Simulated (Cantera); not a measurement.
# Transport properties of process gases

Gas mixture: C3H8 = 0.53 (molar parts), at 71000 Pa, frozen composition.

Cantera's kinetic-theory transport with the Lennard-Jones parameters of GRI-Mech 3.0, ideal gas; thermal conductivity in the multicomponent form. The composition is frozen, though it would react at the higher temperatures.

```
T (K)  ρ (kg/m³)  cp (J/kg/K)  μ (µPa s)  λ (mW/m/K)     Pr  D (cm²/s) OH  D (cm²/s) H2O  D (cm²/s) CH4
-----  ---------  -----------  ---------  ----------  -----  ------------  -------------  -------------
400        0.941         2134       10.9        30.6  0.758         0.416          0.290          0.305
650        0.579         3083       16.5        67.1  0.759         0.972          0.742          0.729
900        0.418         3749       21.2         105  0.757          1.69           1.36           1.28
1150       0.327         4195       25.4         141  0.755          2.55           2.10           1.94
1400       0.269         4523       29.1         175  0.753          3.55           2.97           2.71
1650       0.228         4780       32.6         207  0.751          4.67           3.95           3.57
1900       0.198         4978       35.8         238  0.749          5.90           5.04           4.51
2150       0.175         5126       38.8         266  0.748          7.25           6.21           5.55
2400       0.157         5234       41.7         292  0.747          8.70           7.49           6.66
```
D: mixture-averaged diffusion coefficient of that species in the mixture.
